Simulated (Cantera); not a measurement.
Equilibrium for titanium nitride, carbide and oxide coatings: Ti(OiPr)₄ + H₂ + N₂

A closed system holds: 1 mol Ti(OiPr)₄, a varied amount of H₂, 2.1 mol N₂, equilibrated at 1677 °C and 9.75 Torr.

Method: chemical equilibrium by Gibbs-energy minimisation in Cantera with the NASA 1993 tables (ideal gas, pure condensed phases). Candidate condensed phases: C, C₆H₆, C₇H₈, C₈H₁₈, H₂O, Ti, TiC, TiN, TiO, TiO₂, Ti₂O₃, Ti₃O₅, Ti₄O₇; 139 gas species. The feed counts by its element totals alone. TiC: taken at fixed stoichiometry. Rates play no part.

From 7.4 mol H₂ to 120 mol H₂ the condensed part is C(graphite) + TiC(s). The main Ti-bearing gas is Ti throughout.

```tsv
n(H₂) (mol)	log p H₂	log p CO	log p N₂	log p H	n C(graphite)	n TiC(s)
7.4	-2.00	-2.73	-3.01	-3.94	6.89	1.000
11	-1.99	-2.78	-3.07	-3.93	6.88	1.000
17	-1.97	-2.86	-3.15	-3.93	6.87	1.000
25	-1.95	-2.94	-3.23	-3.92	6.84	1.000
37	-1.94	-3.04	-3.34	-3.91	6.82	1.000
55	-1.93	-3.16	-3.46	-3.90	6.78	1.000
83	-1.92	-3.30	-3.60	-3.90	6.72	1.000
120	-1.91	-3.43	-3.73	-3.90	6.65	1.000
```
log p: log10 of the partial pressure in bar; n: condensed amount in mol.
